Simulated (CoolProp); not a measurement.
A single-stage vapour-compression cycle with the fluid: evaporating at 221.15 K (dew point), condensing at 249.15 K (bubble point), superheat 0 K, subcooling 2 K, compressor efficiency 0.8, no pressure losses. The same conditions are run with several fluids, on thermodynamics alone (safety and materials aside).

Model: reference Helmholtz-energy equation of state of each fluid (fluoroethane (R161): Wu 2012; R134a: Tillner-Roth 1994; C2F6 (R116): Lemmon 2006; R143a: Lemmon and Jacobsen 2000; hydrogen chloride: Thol 2018; dimethyl ether: Wu 2011), in CoolProp.

```csv
fluid,cooling COP,pressure ratio,discharge temperature (K),refrigerating effect (kJ/kg),volumetric capacity (kJ/m³)
fluoroethane (R161),5.77,3.66,284.7,389,515
R134a,5.79,4.25,270.2,200,296
C2F6 (R116),5.16,2.71,252.1,76.6,2200
R143a,5.73,3.38,266.8,195,748
hydrogen chloride,5.47,2.68,305.2,358,3780
dimethyl ether,5.82,4.01,280.6,438,291
```
